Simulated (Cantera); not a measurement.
Input (Python, Cantera) and output of one run.

```python
import numpy as np
import cantera as ct

gas_names = """
    H2 F2 HF ALF3
""".split()
cond_names = """
    Mg(cr) Mg(L) MgF2(s) MgF2(L) AL(cr) AL(L)
""".split()


# ... load() reads the species with a 1 bar reference pressure and builds the phases ...
species = {s.name: s for s in load("nasa_gas.yaml", gas_names) + load("nasa_condensed.yaml", cond_names)}
# Each term lists the table entries of one substance; the one whose range holds T is used.
reactions = {
    'H2(g) + F2(g) = 2 HF(g)':
        [(-1, ['H2']), (-1, ['F2']), (2, ['HF'])],
    'Mg + F2(g) = MgF2':
        [(-1, ['Mg(cr)', 'Mg(L)']), (-1, ['F2']), (1, ['MgF2(s)', 'MgF2(L)'])],
    '0.6667 Al + F2(g) = 0.6667 AlF3(g)':
        [(-0.6666666666666666, ['AL(cr)', 'AL(L)']), (-1, ['F2']), (0.6666666666666666, ['ALF3'])],
}


def pick(names, T):
    return next(species[n] for n in names if species[n].thermo.min_temp <= T <= species[n].thermo.max_temp)


results = []
for label, terms in reactions.items():
    print(label)
    print("     T/K   dH/kJ  dS/(J/K)   dG/kJ   log10 K")
    for T in [300, 448, 648, 848, 1048, 1248, 1448, 1648]:
        used = [(nu, pick(names, T)) for nu, names in terms]
        dH = sum(nu * s.thermo.h(T) for nu, s in used) / 1e6
        dS = sum(nu * s.thermo.s(T) for nu, s in used) / 1e3
        dG = dH - T * dS / 1e3
        logK = -dG * 1e6 / (ct.gas_constant * T * np.log(10))
        results.append((label, T, dH, dS, dG, logK, [s.name for _, s in used]))
        print(f"{T:8g} {dH:8.1f} {dS:8.1f} {dG:8.1f} {logK:8.2f}")
```

Result:

```
H2(g) + F2(g) = 2 HF(g)
     T/K   dH/kJ  dS/(J/K)   dG/kJ   log10 K
     300   -545.1     14.1   -549.3    95.64
     448   -545.6     12.8   -551.3    64.28
     648   -546.7     10.7   -553.7    44.63
     848   -548.1      8.9   -555.6    34.22
    1048   -549.5      7.5   -557.3    27.77
    1248   -550.8      6.3   -558.6    23.38
    1448   -552.1      5.3   -559.8    20.19
    1648   -553.3      4.5   -560.8    17.77
Mg + F2(g) = MgF2
     T/K   dH/kJ  dS/(J/K)   dG/kJ   log10 K
     300  -1124.3   -178.0  -1070.8   186.45
     448  -1123.0   -174.8  -1044.7   121.81
     648  -1120.7   -170.5  -1010.2    81.43
     848  -1118.4   -167.4   -976.4    60.14
    1048  -1124.8   -174.4   -942.1    46.95
    1248  -1122.9   -172.7   -907.3    37.98
    1448  -1120.8   -171.2   -873.0    31.49
    1648  -1058.7   -130.7   -843.2    26.73
0.6667 Al + F2(g) = 0.6667 AlF3(g)
     T/K   dH/kJ  dS/(J/K)   dG/kJ   log10 K
     300   -806.2    -37.2   -795.1   138.43
     448   -806.9    -39.2   -789.4    92.04
     648   -807.7    -40.7   -781.4    62.98
     848   -808.6    -41.9   -773.1    47.62
    1048   -816.8    -50.6   -763.8    38.07
    1248   -817.9    -51.5   -753.5    31.54
    1448   -818.9    -52.3   -743.2    26.81
    1648   -819.9    -53.0   -732.6    23.22
```

Cantera with NASA thermochemical tables; ideal gases at 1 bar, condensed phases pure. Condensed species are held in their standard states even where they would react or evaporate.
